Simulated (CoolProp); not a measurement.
Properties of C3F8 (R218) at several states.

Computed with CoolProp (reference Helmholtz-energy equation of state, Lemmon 2006). It is a short technical equation, of lower accuracy than the large ones.

```
T (°C)  p (MPa)   phase  cv (kJ/(kg K))  Joule-Thomson coefficient (K/MPa)  expansivity (1/kK)  fugacity coefficient
------  -------  ------  --------------  ---------------------------------  ------------------  --------------------
-44.05   0.0109     gas          0.6267                              33.88               4.473                0.9940
22.95      11.6  liquid               ?                            -0.1487               2.608                0.1049
109.85     1.16     gas          0.8767                              6.794               3.911                     ?
70.95     0.601     gas          0.8243                                  ?               3.900                0.9254
```

Task: What belongs in the gaps?

Result: 
- 22.95, cv (kJ/(kg K)): 0.7817
- 109.85, fugacity coefficient: 0.9024
- 70.95, Joule-Thomson coefficient (K/MPa): 8.932
